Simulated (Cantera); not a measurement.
Charge: 1 mol CaCO₃, 5.5 mol O₂, 3.2 mol N₂, held at 1473 K and 0.100 bar.

These are equilibrium values from Cantera (NASA tables, ideal gas, pure condensed phases), not measurements of a reactor. Candidate condensed phases: C, Ca, CaCO₃, CaO; 27 gas species. Rates play no part.

Base state: O₂ 0.566, N₂ 0.329, CO₂ 0.103, NO 0.00114 (mole fractions); condensed: CaO(s).

Q: What changes in the equilibrium state with this change: temperature from 1473 K to 1600 K?

A: 
```csv
species,before,after
O₂,0.566,0.566
N₂,0.329,0.329
CO₂,0.103,0.103
NO,0.00114,0.00205
O,6.64e-6,3.45e-5
"CaO(s), mol",1.00,1.00
```
